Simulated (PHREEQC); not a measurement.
## Leach liquor

Dissolve 0.15 mol HCl and 8.1e-05 mol MnSO4 per kg of water at 52 °C. It is in equilibrium with CO2 at log p = -3.4 (atm). Otherwise closed; pH follows from the charge balance.

All values are PHREEQC results (ion-association model, wateq4f.dat), not measurements.

Precipitation was switched off in this run.

Q: Predict the pH.

A: pH 0.92.

Q: In which forms is Mn present?

A: Mn+2 83 %, MnCl+ 17 %, MnCl2 0.6 % of the Mn.

Away from 25 °C the constants follow the database's enthalpies or fits; those with neither stay at their 25 °C values.
